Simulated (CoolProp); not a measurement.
Propane along the isotherm 566.8 K: density (kg/m³) from the reference equation and from simpler models built on Tc = 369.9 K, pc = 42.51 bar, ω = 0.152; each cubic takes its own stable root.

Computed with CoolProp (reference Helmholtz-energy equation of state, Lemmon 2009).

```json
[
 {"p (bar)": "0.672", "phase": "gas", "reference": "0.6295"},
 {"p (bar)": "1.05", "phase": "gas", "reference": "0.9843"},
 {"p (bar)": "1.63", "phase": "gas", "reference": "1.530"},
 {"p (bar)": "2.54", "phase": "gas", "reference": "2.388"},
 {"p (bar)": "3.95", "phase": "gas", "reference": "3.722"},
 {"p (bar)": "6.15", "phase": "gas", "reference": "5.819"},
 {"p (bar)": "9.58", "phase": "gas", "reference": "9.120"},
 {"p (bar)": "14.9", "phase": "gas", "reference": "14.32"},
 {"p (bar)": "23.2", "phase": "gas", "reference": "22.63"},
 {"p (bar)": "36.2", "phase": "gas", "reference": "36.12"},
 {"p (bar)": "56.3", "phase": "supercritical", "reference": "58.09"},
 {"p (bar)": "87.7", "phase": "supercritical", "reference": "94.57"},
 {"p (bar)": "137", "phase": "supercritical", "reference": "153.2"},
 {"p (bar)": "213", "phase": "supercritical", "reference": "230.1"}
]
```

### Question
How far does each simpler model (van der Waals, Soave-Redlich-Kwong) lie from the reference over these 14 states: mean and median of the absolute difference, and the worst?

### Answer
- van der Waals: mean 2.0 %, median 0.7 %, worst +9.1 % at 566.8 K and 137 bar
- Soave-Redlich-Kwong: mean 1.3 %, median 0.2 %, worst -6.1 % at 566.8 K and 213 bar
